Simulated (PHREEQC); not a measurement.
## Brine: speciation

A solution holds 0.088 mol/kgw CaCl2 and 3.9e-05 mol/kgw H4SiO4, at 20 °C. Closed to the air; pH follows from the charge balance.

The numbers come from PHREEQC with the Pitzer model, pitzer.dat.

Precipitation was switched off in this run.

Q: What pH, specific conductance, osmotic coefficient does the model give?

A: pH 6.88; specific conductance 14700 µS/cm; osmotic coefficient 0.857.
